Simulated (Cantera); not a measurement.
What does this Cantera script print?

```python
import numpy as np
import cantera as ct

gas_names = """
    Cr CrN H H2 N NH NH2 NH3 N2 N2H2 N2H4
""".split()
cond_names = """
    Cr(cr) Cr(L) CrN(s) Cr2N(s)
""".split()


def load(file, names, dense=False):
    # The tables refer to 1 bar. Condensed volumes are neglected.
    table = {s.name: s for s in ct.Species.list_from_file(file)}
    out = []
    for n in names:
        d = dict(table[n].input_data)
        d["thermo"] = dict(d["thermo"], **{"reference-pressure": 1e5})
        if dense:
            d["equation-of-state"] = {"model": "constant-volume", "density": "1e6 g/cm^3"}
        out.append(ct.Species.from_dict(d))
    return out


gas = ct.Solution(thermo="ideal-gas", species=load("nasa_gas.yaml", gas_names))
cond = {s.name: ct.Solution(thermo="fixed-stoichiometry", species=[s], name=s.name)
        for s in load("nasa_condensed.yaml", cond_names, dense=True)}
atoms = {
    'Cr': {'Cr': 1},
    'NH3': {'N': 1, 'H': 3},
}
top_T = {'CrN(s)': 1900, 'Cr2N(s)': 1900}  # K; cautious upper limits of use, not melting points


def equilibrate(T, P, feed):
    n = {}
    for name, mol in feed.items():
        for a, k in atoms[name].items():
            n[a] = n.get(a, 0.0) + k * mol
    gas.TPX = T, P, n
    mass = sum(n.values()) * gas.mean_molecular_weight
    gas.equilibrate("TP")
    valid = [c for c in cond.values() if c.min_temp <= T <= top_T.get(c.name, c.max_temp)]
    mix = ct.Mixture([(gas, mass / gas.mean_molecular_weight)] + [(c, 0.0) for c in valid])
    mix.T, mix.P = T, P
    mix.equilibrate("TP", solver="vcs", rtol=1e-11, max_steps=5000)
    return mix


results = []
feed = {'Cr': 1, 'NH3': 3}  # mol
T = 1025  # K
P = 100000  # Pa
mix = equilibrate(T, P, feed)
results.append((T, P, feed, dict(zip(mix.species_names, mix.species_moles))))
x = sorted(zip(gas.X, gas.species_names), reverse=True)
print(f"T = {T:g} K  P = {P:g} Pa  gas = {mix.phase_moles(0):.4g} mol")
print("   x: " + "  ".join(f"{s} {v:.3e}" for v, s in x if v > 1e-06))
print("   condensed (mol): " + ("  ".join(f"{mix.phase(i).name} {mix.phase_moles(i):.4g}"
      for i in range(1, mix.n_phases) if mix.phase_moles(i) > 1e-12) or "none"))
```

Output:

```
T = 1025 K  P = 100000 Pa  gas = 5.499 mol
   x: H2 8.181e-01  N2 1.818e-01  NH3 1.562e-04
   condensed (mol): CrN(s) 1
```

Method: chemical equilibrium by Gibbs-energy minimisation in Cantera with the NASA 1993 tables (ideal gas, pure condensed phases).
